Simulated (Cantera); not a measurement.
What does this Cantera script print?

```python
import numpy as np
import cantera as ct

gas_names = """
    H HO2 H2 H2O H2O2 Hg O OH O2 O3
""".split()
cond_names = """
    H2O(s) H2O(L) Hg(cr) Hg(L) HgO(s)
""".split()


# ... load() reads the species with a 1 bar reference pressure and builds the phases ...
atoms = {
    'Hg': {'Hg': 1},
    'O2': {'O': 2},
    'H2': {'H': 2},
}
top_T = {}  # K; cautious upper limits of use, not melting points


# ... equilibrate(T, P, feed) seeds the gas with the atoms and calls Mixture.equilibrate('TP', solver="vcs", rtol=1e-11, max_steps=5000) ...
results = []
feed = {'Hg': 1, 'O2': 0.21, 'H2': 0.25}  # mol
T = 875  # K
P = 470  # Pa
mix = equilibrate(T, P, feed)
results.append((T, P, feed, dict(zip(mix.species_names, mix.species_moles))))
print(gas.report(threshold=1e-05))
for i in range(1, mix.n_phases):
    print(f"{mix.phase(i).name:16s} {mix.phase_moles(i):12.5e} mol")
```

Result:

```
       temperature   875 K
          pressure   470 Pa
           density   0.010057 kg/m^3
  mean mol. weight   155.67 kg/kmol
   phase of matter   gas

                          1 kg             1 kmol
                     ---------------   ---------------
          enthalpy             94857        1.4766e+07  J
   internal energy             48122         7.491e+06  J
           entropy            1644.8        2.5605e+05  J/K
    Gibbs function       -1.3444e+06       -2.0928e+08  J
 heat capacity c_p            161.74             25177  J/K
 heat capacity c_v            108.33             16863  J/K

                      mass frac. Y      mole frac. X     chem. pot. / RT
                     ---------------   ---------------   ---------------
               H2O          0.021672           0.18727           -64.738
                Hg           0.96524           0.74906             -19.3
                O2          0.013088           0.06367           -34.329
     [   +7 minor]        2.9946e-09        2.7407e-08

Hg(L)             0.00000e+00 mol
HgO(s)            0.00000e+00 mol
```

These are equilibrium values from Cantera (NASA tables, ideal gas, pure condensed phases), not measurements of a reactor.
